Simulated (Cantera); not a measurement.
What does this Cantera script print?

```python
import numpy as np
import cantera as ct

surf = ct.Interface("ptcombust.yaml", "Pt_surf")
gas = surf.adjacent["gas"]
gas.TPX = 575, 101325, {'H2': 0.025, 'O2': 0.012, 'N2': 0.79, 'H2O': 0.089}
surf.TP = 575, 101325
reactor = ct.FlowReactor(gas, clone=False)
reactor.area = 0.0001  # m2
reactor.surface_area_to_volume_ratio = 1900  # 1/m
reactor.mass_flow_rate = 0.37 * reactor.area * gas.density  # inlet velocity 0.37 m/s
reactor.energy_enabled = False
wall = ct.ReactorSurface(surf, reactor, clone=False)
net = ct.ReactorNet([reactor])
net.rtol, net.atol = 1e-8, 1e-16
show, cover = ['H2', 'O2', 'H2O'], ['PT(S)', 'H(S)', 'O(S)', 'OH(S)', 'CO(S)', 'C(S)']

rows = []
print(f"{'z/m':>9s}{'u/(m/s)':>9s}" + "".join(f"{s:>13s}" for s in show + cover))
for z in [3e-05, 5.9e-05, 0.00011, 0.00022, 0.00042, 0.00082, 0.0016, 0.003]:
    net.advance(z)
    rows.append([reactor.speed, *gas[show].X, *surf[cover].coverages])
    print(f"{z:9.4g}{rows[-1][0]:9.3g}" + "".join(f"{x:13.4e}" for x in rows[-1][1:]))
```

It prints:

```
      z/m  u/(m/s)           H2           O2          H2O        PT(S)         H(S)         O(S)        OH(S)        CO(S)         C(S)
    3e-05    0.367   1.1168e-02   5.0339e-03   1.1430e-01   8.5888e-01   1.3566e-01   4.2918e-07   1.7310e-06   4.2044e-18   4.9254e-24
  5.9e-05    0.366   4.6147e-03   1.7552e-03   1.2127e-01   9.0058e-01   9.3367e-02   2.3905e-07   1.2547e-06   2.6012e-19  -3.5081e-20
  0.00011    0.365   1.5671e-03   2.3059e-04   1.2451e-01   9.3263e-01   6.0948e-02   5.1605e-08   9.0722e-07   1.1522e-18  -5.1561e-18
  0.00022    0.365   1.1110e-03   2.4271e-06   1.2499e-01   9.3944e-01   5.4067e-02   6.4081e-10   8.4009e-07   1.6975e-18   6.3019e-18
  0.00042    0.365   1.1062e-03   5.9837e-10   1.2500e-01   9.3952e-01   5.3988e-02   1.9946e-11   8.3934e-07   1.9218e-18  -1.1029e-16
  0.00082    0.365   1.1062e-03   2.9047e-17   1.2500e-01   9.3952e-01   5.3988e-02   1.9793e-11   8.3934e-07   1.9519e-18   4.3012e-23
   0.0016    0.365   1.1062e-03  -1.2592e-20   1.2500e-01   9.3952e-01   5.3988e-02   1.9793e-11   8.3934e-07   1.9519e-18   2.4474e-22
    0.003    0.365   1.1062e-03  -1.2494e-22   1.2500e-01   9.3952e-01   5.3988e-02   1.9793e-11   8.3934e-07   1.9519e-18   2.4474e-22
```

Computed with Cantera and Deutschmann's 1995 Pt surface mechanism with GRI-Mech 3.0 gas chemistry. Catalytic surfaces can have several steady states; this one follows from the mechanism file's or the stated starting coverage. Mass transfer to the wall is taken as infinitely fast.
